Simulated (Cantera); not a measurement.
A closed system holds: 1 mol trisilylamine, 4.2 mol NH3, 61 mol N2, at 1575 °C.

These are equilibrium values from Cantera (NASA tables, ideal gas, pure condensed phases), not measurements of a reactor. Candidate condensed phases: Si, Si3N4; 18 gas species. The feed counts by its element totals alone. The tables' values for SiN are old estimates; treat these amounts as uncertain. The numbers say what is thermodynamically allowed, not how fast it happens.

log p: log10 of the partial pressure in bar; n: condensed amount in mol.

```csv
P (Pa),log p N2,log p H2,log p Si,log p H,log p Si2N,log p Si2,log p SiH,n Si(l),n Si3N4(s)
5,-4.39,-5.21,-5.72,-5.88,-8.67,-8.40,-8.33,…,0
26,-3.67,-4.46,-5.20,-5.50,-7.27,-7.36,-7.43,…,0
140,-2.93,-3.70,-5.20,-5.13,-6.89,-7.36,-7.05,…,0
710,-2.22,-2.99,-5.20,-4.77,-6.54,-7.36,-6.70,…,0
3700,-1.50,-2.26,-5.35,-4.41,-6.48,-7.65,-6.48,0,0.996
19000,-0.79,-1.55,-5.82,-4.05,-7.07,-8.60,-6.60,0,1.000
100000,-0.07,-0.83,-6.30,-3.69,-7.67,-9.56,-6.72,0,1.000
```

**Question.** Some entries are withheld; supply them.

**Answer.** 
- 5, n Si(l): 0
- 26, n Si(l): 1.06
- 140, n Si(l): 2.63
- 710, n Si(l): 2.92
